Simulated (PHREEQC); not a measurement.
**Brackish or sea water: an equilibrium model**

Model water analysis in mmol/kgw, 25 °C, pH 6.2: Na 423; K 40; Ca 44.2; Mg 26.1; Cl 566; S(6) 12.5; Alkalinity (meq/kgw) 1.26; Si 0.0705.

Valence states are taken as typed.

All values are PHREEQC results (Pitzer model, pitzer.dat), not measurements.

```yaml
ionic_strength: 0.681 mol/kgw
activity_of_water: 0.982
specific_conductance: 50200 µS/cm
density: 1.022 g/cm³
osmotic_coefficient: 0.909
charge_balance_error: 0.9 %
```

```json
[
 {"species": "Cl-", "molality": "0.566", "activity": "0.356", "log γ": "-0.202"},
 {"species": "Na+", "molality": "0.423", "activity": "0.301", "log γ": "-0.147"},
 {"species": "Ca+2", "molality": "0.0442", "activity": "0.0106", "log γ": "-0.620"},
 {"species": "K+", "molality": "0.0400", "activity": "0.0263", "log γ": "-0.182"},
 {"species": "Mg+2", "molality": "0.0261", "activity": "0.00677", "log γ": "-0.586"},
 {"species": "SO4-2", "molality": "0.0125", "activity": "0.00103", "log γ": "-1.083"},
 {"species": "HCO3-", "molality": "0.00126", "activity": "0.000825", "log γ": "-0.184"},
 {"species": "CO2", "molality": "0.00105", "activity": "0.00116", "log γ": "0.042"},
 {"species": "H4SiO4", "molality": "7.05e-5", "activity": "7.64e-5", "log γ": "0.035"},
 {"species": "H+", "molality": "7.66e-7", "activity": "6.31e-7", "log γ": "-0.084"},
 {"species": "CO3-2", "molality": "7.13e-7", "activity": "5.98e-8", "log γ": "-1.076"},
 {"species": "MgCO3", "molality": "3.43e-7", "activity": "3.43e-7", "log γ": "0.000"},
 {"species": "HSO4-", "molality": "9.62e-8", "activity": "6.21e-8", "log γ": "-0.190"},
 {"species": "H3SiO4-", "molality": "3.78e-8", "activity": "1.79e-8", "log γ": "-0.326"}
]
```

No solid was allowed to form.
